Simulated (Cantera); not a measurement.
## Silicon etching in halogen gases: Si + HBr + H₂

Input: 1 mol Si, 25 mol HBr, 8.6 mol H₂, held at 0.280 bar.

These are equilibrium values from Cantera (NASA tables, ideal gas, pure condensed phases), not measurements of a reactor. Candidate condensed phases: Br₂, Si; 19 gas species. The tables' values for SiBr₃ are old estimates; treat these amounts as uncertain. Equilibrium is a limit: real reactors are often held back by kinetics, nucleation or transport.

| T (K) | log p HBr | log p H₂ | log p SiBr₄ | log p SiBr₂ | log p Br | log p SiBr₃ | log p SiHBr₃ | log p Br₂ |
|---|---|---|---|---|---|---|---|---|
| 1150 | -0.74 | -1.04 | -2.07 | -5.27 | -4.60 | -4.65 | -4.28 | -6.06 |
| 1175 | -0.74 | -1.04 | -2.07 | -5.01 | -4.45 | -4.49 | -4.22 | -5.95 |
| 1200 | -0.74 | -1.04 | -2.07 | -4.75 | -4.31 | -4.33 | -4.16 | -5.85 |
| 1225 | -0.74 | -1.04 | -2.08 | -4.51 | -4.17 | -4.18 | -4.10 | -5.75 |
| 1250 | -0.74 | -1.04 | -2.08 | -4.28 | -4.04 | -4.04 | -4.04 | -5.66 |
| 1275 | -0.74 | -1.04 | -2.08 | -4.06 | -3.92 | -3.91 | -3.99 | -5.57 |
| 1300 | -0.74 | -1.04 | -2.09 | -3.85 | -3.80 | -3.78 | -3.94 | -5.48 |
| 1325 | -0.74 | -1.04 | -2.10 | -3.65 | -3.68 | -3.66 | -3.90 | -5.40 |
| 1350 | -0.74 | -1.04 | -2.11 | -3.46 | -3.57 | -3.55 | -3.86 | -5.32 |
| 1375 | -0.74 | -1.05 | -2.12 | -3.29 | -3.46 | -3.44 | -3.83 | -5.24 |
| 1400 | -0.74 | -1.05 | -2.14 | -3.12 | -3.35 | -3.35 | -3.81 | -5.16 |
| 1425 | -0.74 | -1.05 | -2.17 | -2.98 | -3.25 | -3.27 | -3.79 | -5.09 |
| 1450 | -0.74 | -1.05 | -2.20 | -2.84 | -3.15 | -3.20 | -3.78 | -5.02 |
| 1475 | -0.74 | -1.05 | -2.24 | -2.72 | -3.05 | -3.14 | -3.79 | -4.94 |
log p: log10 of the partial pressure in bar; nothing condenses.

From 1150 K to 1475 K nothing is condensed. The main Si-bearing gas is SiBr₄ throughout.
